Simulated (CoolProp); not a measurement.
A single-stage vapour-compression cycle with ethane: evaporating at 209.15 K (dew point), condensing at 269.15 K (bubble point), superheat 8 K, subcooling 5 K, compressor efficiency 0.65, no pressure losses. Each further row changes one setting.

Computed with CoolProp (reference Helmholtz-energy equation of state, Bücker 2006).

```csv
case,cooling COP,pressure ratio,discharge temperature (K),refrigerating effect (kJ/kg),volumetric capacity (kJ/m³)
as stated,1.64,6.71,343.2,310,1790
evaporating temperature 214.15 K,1.87,5.49,335.7,315,2190
condensing temperature 264.15 K,1.86,5.92,334.5,326,1880
subcooling 10 K,1.72,6.71,343.2,326,1880
superheat 18 K,1.63,6.71,355.5,326,1780
compressor efficiency 0.55,1.38,6.71,359.1,310,1790
```
